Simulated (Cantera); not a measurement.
Cu + CO + N2 (metals in furnace atmospheres)

Feed: 1 mol Cu, a varied amount of CO, 60 mol N2, equilibrated at 1050 K and 15.8 Torr.

Equilibrium computed with Cantera from the NASA thermochemical tables; the gas is ideal and each condensed phase is pure. Candidate condensed phases: C, Cu, CuO, Cu2O; 27 gas species. Kinetics and transport are ignored.

From 0.27 mol CO to 0.89 mol CO the condensed part is Cu(s). From 1.6 mol CO to 17 mol CO the condensed part is C(graphite) + Cu(s).

| n(CO) (mol) | x N2 | x CO | x CO2 | x Cu | n Cu(s) | n C(graphite) |
|---|---|---|---|---|---|---|
| 0.27 | 0.996 | 0.00448 | 9.01e-8 | 5.01e-9 | 1.00 | 0 |
| 0.49 | 0.992 | 0.00810 | 2.95e-7 | 5.01e-9 | 1.00 | 0 |
| 0.89 | 0.985 | 0.0146 | 9.59e-7 | 5.01e-9 | 1.00 | 0 |
| 1.6 | 0.974 | 0.0260 | 3.03e-6 | 5.01e-9 | 1.00 | 0.000186 |
| 2.9 | 0.954 | 0.0461 | 9.54e-6 | 5.01e-9 | 1.00 | 0.000600 |
| 5.3 | 0.919 | 0.0811 | 2.95e-5 | 5.01e-9 | 1.00 | 0.00193 |
| 9.5 | 0.863 | 0.137 | 8.37e-5 | 5.01e-9 | 1.00 | 0.00582 |
| 17 | 0.779 | 0.220 | 0.000218 | 5.01e-9 | 1.00 | 0.0168 |
x: gas mole fraction; n: condensed amount in mol.
